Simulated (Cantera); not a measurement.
**PbO + CO (carbothermic reduction)**

A closed system holds: 1 mol PbO, 4.7 mol CO, equilibrated at 1050 K and 1 atm.

These are equilibrium values from Cantera (NASA tables, ideal gas, pure condensed phases), not measurements of a reactor. Candidate condensed phases: C, Pb, PbO, PbO₂, Pb₃O₄; 15 gas species. The numbers say what is thermodynamically allowed, not how fast it happens.

| Quantity | Result |
|---|---|
| x(CO) | 0.787 |
| x(CO₂) | 0.213 |
| x(Pb) | 4.59e-5 |
| n(Pb(l)) | 1.000 mol |
| gas amount | 4.700 mol |
| log10 activity of C(graphite) (absent) | -0.20 |
| log10 activity of PbO₂(s) (absent) | -16.74 |
